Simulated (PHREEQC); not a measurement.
# Metal-bearing waste water (model solution)

Dissolve 100 mmol/kgw ZnSO4, 1.5 mmol/kgw ZnCl2 and 0.17 mmol/kgw Na2SO4 at 54 °C. Closed to the air; pH follows from the charge balance.

Model: ion-association model, wateq4f.dat, run in PHREEQC.

Precipitation was switched off in this run.

Task: Estimate the pH, ionic strength.

Result: pH 5.19; ionic strength 0.192 mol/kgw.

Task: In which forms is S present?

Result: ZnSO4 43 %, SO4-2 37 %, Zn(SO4)2-2 21 % of the S.

Species that the database lacks are ignored. Away from 25 °C the constants follow the database's enthalpies or fits; those with neither stay at their 25 °C values.
